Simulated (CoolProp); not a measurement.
Vapour-liquid equilibrium of R125 (1) + cyclopropane (2) at 304 K; x and y are mole fractions of (1).

Model: multi-fluid Helmholtz-energy mixture model, Lemmon 2005 and Polt 1992; pair parameters Bell 2016, in CoolProp. This equation is an older, rougher fit; its heat capacities, sound speeds and derivatives of the liquid may be far off and weren't checked against measurements.

Task: Give the bubble pressure and the first vapour's composition at x = 0.05, 0.15, 0.75. Is there an azeotrope?

Result: x = 0.05: 1003 kPa, y = 0.173; x = 0.15: 1230 kPa, y = 0.357; x = 0.75: 1657 kPa, y = 0.761. y crosses x between x = 0.75 and 0.85: the model has an azeotrope there.

The pair parameters rest on a limited set of measurements; away from them the model extrapolates.
